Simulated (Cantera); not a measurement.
An isothermal, constant-pressure homogeneous reactor starts with 1.86 % H₂, 98.1 % O₂, equivalence ratio 0.0095, at 1200 K and 0.00415 atm.

Cantera simulation using GRI-Mech 3.0 (53 species, 325 reactions); the numbers are that mechanism's predictions, not measurements. Radical loss at walls, strong at low pressure, is not modelled.

x: mole fraction; the columns are a selection and need not sum to one.

```tsv
t (s)	x H₂	x O₂	x H₂O₂	x H	x HO₂	x OH
1.00e-6	0.0186	0.981	<1e-12	5.27e-12	5.29e-12	<1e-12
2.90e-6	0.0186	0.981	<1e-12	1.52e-11	1.54e-11	<1e-12
8.42e-6	0.0186	0.981	<1e-12	4.32e-11	4.46e-11	1.36e-12
2.44e-5	0.0186	0.981	<1e-12	1.18e-10	1.29e-10	1.10e-11
7.09e-5	0.0186	0.981	<1e-12	2.96e-10	3.75e-10	8.14e-11
0.000206	0.0186	0.981	<1e-12	6.19e-10	1.09e-9	5.06e-10
0.000597	0.0186	0.981	<1e-12	___	3.16e-9	2.52e-9
0.00173	0.0186	0.981	3.74e-12	___	9.18e-9	1.53e-8
0.00503	0.0186	0.981	3.10e-11	___	2.74e-8	5.33e-7
0.0146	0.00998	0.974	3.68e-8	0.00132	6.64e-7	0.00258
0.0423	0.000138	0.965	1.08e-8	0.00140	4.96e-7	0.00142
0.123	0.000127	0.966	1.08e-8	___	4.82e-7	0.00137
0.356	0.000103	0.969	1.07e-8	___	4.43e-7	0.00123
1.03	6.00e-5	0.974	1.02e-8	___	3.52e-7	0.000942
3.00	2.02e-5	0.979	8.32e-9	___	2.06e-7	0.000548
```

Problem. Fill in the missing entries.

Solution. 
- 0.000597, x H: 1.26e-9
- 0.00173, x H: 4.97e-9
- 0.00503, x H: 1.55e-7
- 0.123, x H: 0.00124
- 0.356, x H: 0.000888
- 1.03, x H: 0.000387
- 3.00, x H: 7.42e-5
